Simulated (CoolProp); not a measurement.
Chlorine at 208.75 K and 0.00793 MPa is compressed adiabatically to 0.0288 MPa with isentropic efficiency 0.9. Each further row changes one setting.

Model: reference Helmholtz-energy equation of state, Thol 2021, in CoolProp.

| case | work (kJ/kg) | final temperature (K) | final density (kg/m³) |
|---|---|---|---|
| as stated | ___ | 298.1 | ___ |
| efficiency 1 | ___ | ___ | ___ |
| efficiency 0.65 | ___ | ___ | ___ |

### Question
What belongs in the gaps?

### Answer

- as stated, work (kJ/kg): 41.4
- as stated, final density (kg/m³): 0.827
- efficiency 1, work (kJ/kg): 37.3
- efficiency 1, final temperature (K): 289.5
- efficiency 1, final density (kg/m³): 0.852
- efficiency 0.65, work (kJ/kg): 57.3
- efficiency 0.65, final temperature (K): 330.9
- efficiency 0.65, final density (kg/m³): 0.744
